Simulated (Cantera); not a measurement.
A closed system holds: 1 mol SiH2Cl2, 0.013 mol C2H4, 1300 mol H2, held at 0.110 bar.

Equilibrium computed with Cantera from the NASA thermochemical tables; the gas is ideal and each condensed phase is pure. Candidate condensed phases: C, C6H6, C7H8, C8H18, Si, SiC; 109 gas species. Mutual solubility and eutectic melting of coexisting phases are not modelled. Gases not in the tables: Si2H6 and higher silanes. Kinetics and transport are ignored.

Task: Which condensed phases are stable at each of these points (T (K)): 1850, 1900, 1950, 2000, 2050, 2100, 2150?

Result: 
```json
[
 {"T (K)": "1850", "condensed phases": "Si(l) + SiC(s)", "Si condensed (%)": "82.9"},
 {"T (K)": "1900", "condensed phases": "Si(l) + SiC(s)", "Si condensed (%)": "71.1"},
 {"T (K)": "1950", "condensed phases": "Si(l) + SiC(s)", "Si condensed (%)": "51.1"},
 {"T (K)": "2000", "condensed phases": "Si(l) + SiC(s)", "Si condensed (%)": "17.2"},
 {"T (K)": "2050", "condensed phases": "gas only", "Si condensed (%)": "0.0"},
 {"T (K)": "2100", "condensed phases": "gas only", "Si condensed (%)": "0.0"},
 {"T (K)": "2150", "condensed phases": "gas only", "Si condensed (%)": "0.0"}
]
```

From 1850 K to 2000 K the condensed part is Si(l) + SiC(s). From 2050 K to 2150 K nothing is condensed.
